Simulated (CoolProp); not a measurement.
Vapour-liquid equilibrium of ethane (1) + C2F6 (R116) (2) at 232.4 K; x and y are mole fractions of (1).

The numbers come from the multi-fluid Helmholtz-energy mixture model, Bücker 2006 and Lemmon 2006; pair parameters Bell 2016 in CoolProp.

```tsv
x	bubble pressure, mixture model (kPa)	bubble pressure, Raoult's law (kPa)	y, mixture model	y, Raoult's law
0.05	[?]	537.5	[?]	0.071
0.15	702.9	560.7	0.325	0.203
0.25	792.5	584.0	0.446	0.325
0.35	854.9	607.3	0.527	0.437
0.45	893.7	630.5	[?]	0.541
0.55	914.9	653.8	[?]	0.638
0.65	923.3	677.1	0.664	0.728
0.75	[?]	700.3	[?]	0.812
0.85	895.5	723.6	[?]	0.891
0.95	[?]	746.9	0.888	0.965
```

Problem. Some entries are withheld; supply them.

Solution. 
- 0.05, bubble pressure, mixture model (kPa): 588.7
- 0.05, y, mixture model: 0.134
- 0.45, y, mixture model: 0.583
- 0.55, y, mixture model: 0.626
- 0.75, bubble pressure, mixture model (kPa): 919.5
- 0.75, y, mixture model: 0.706
- 0.85, y, mixture model: 0.769
- 0.95, bubble pressure, mixture model (kPa): 826.3

The largest gap from Raoult's law is +41.7 % in bubble pressure, at x = 0.45. y crosses x between x = 0.65 and 0.75: the model has an azeotrope there.

The pair parameters rest on a limited set of measurements; away from them the model extrapolates.
